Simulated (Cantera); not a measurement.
**Aluminium nitride and oxide growth: AlI3 + O2 + N2**

Feed: 1 mol AlI3, 0.75 mol O2, 5.7 mol N2, equilibrated at 1100 K.

Equilibrium computed with Cantera from the NASA thermochemical tables; the gas is ideal and each condensed phase is pure. Candidate condensed phases: Al, AlI3, AlN, Al2O3, I2; 21 gas species. Rates play no part.

```
P (Pa)   x N2     x I      x I2  n Al2O3(s)
------  -----  ------  --------  ----------
10      0.656   0.344  0.000711       0.500
37      0.657   0.341   0.00258       0.500
140     0.661   0.330   0.00916       0.500
520     0.673   0.299    0.0279       0.500
1900    0.698   0.238    0.0647       0.500
7200    0.728   0.160     0.111       0.500
27000   0.754  0.0961     0.150       0.500
100000  0.770  0.0540     0.176       0.500
```
x: gas mole fraction; n: condensed amount in mol.

From 0.000100 bar to 1.00 bar the condensed part is Al2O3(s).
